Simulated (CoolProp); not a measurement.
Properties of n-dodecane along the isotherm 553.7 K.

Values from CoolProp's reference Helmholtz-energy equation of state, Lemmon 2004. It is a short technical equation, of lower accuracy than the large ones.

```csv
p (bar),phase,density (kg/m³),isothermal compressibility (1/MPa),expansivity (1/kK),conductivity (mW/(m K)),fugacity coefficient
0.144,gas,0.5361,69.88,1.848,30.2,0.9939
0.217,gas,0.8104,46.52,1.869,30.2,0.9908
0.327,gas,1.227,31.02,1.902,30.3,0.9862
0.493,gas,1.864,20.73,1.954,30.4,0.9791
0.744,gas,2.845,13.90,2.036,30.6,0.9686
1.12,gas,4.358,9.407,2.169,30.9,0.9528
1.69,gas,6.764,6.429,2.398,31.4,0.9291
2.56,gas,10.74,4.483,2.830,32.2,0.8931
5.82,liquid,528.1,0.01145,2.305,83.2,0.5567
8.77,liquid,529.9,0.01101,2.248,83.5,0.3771
13.2,liquid,532.4,0.01042,2.171,84.1,0.2584
20,liquid,536.0,0.009642,2.067,84.9,0.1788
30.1,liquid,541.0,0.008700,1.939,86.1,0.1273
45.4,liquid,547.8,0.007607,1.784,87.7,0.09367
```

Thermal conductivity comes from a separate model (Huber 2004).
